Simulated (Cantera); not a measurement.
A freely propagating, adiabatic, planar premixed flame of H₂ : O₂ : N₂ = 1 : 0.847 : 4.15 (molar parts), equivalence ratio 0.59, unburnt at 523 K and 0.987 atm; mixture-averaged transport, grid criteria slope 0.08 and curve 0.16, no radiation.

Computed with Cantera and the H2/O2 subset of GRI-Mech 3.0, which has no nitrogen chemistry. Burning velocities carry a grid error of a few per cent, more on coarse grids. Lean hydrogen flames are cellular in practice and burn faster than this planar one.

Predict: laminar burning velocity; thermal thickness; peak x(HO₂); peak x(O); peak x(H); peak x(H₂O₂).


```json
{
  "laminar_burning_velocity": "176 cm/s",
  "thermal_thickness": "0.455 mm",
  "peak x(HO₂)": "0.000263",
  "peak x(O)": "0.00541",
  "peak x(H)": "0.00898",
  "peak x(H₂O₂)": "3.25e-5"
}
```
